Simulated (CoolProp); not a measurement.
A Linde-Hampson liquefier for dry air: isothermal reversible compression at 280 K from 1 atm to 5 MPa, throttling to 1 atm, return gas leaving the recuperator 2 K below the feed. Each further row changes one setting.

Computed with CoolProp (reference Helmholtz-energy equation of state, Lemmon 2000). It is a pseudo-pure fit of the blend.

| case | liquid yield per pass | compression work (kJ/kg of gas) |
|---|---|---|
| as stated | 0.025 | 312 |
| high pressure 10 MPa | 0.053 | 366 |
| warm-end temperature 310 K | 0.018 | 346 |
| warm-end gap 7 K | 0.013 | 312 |
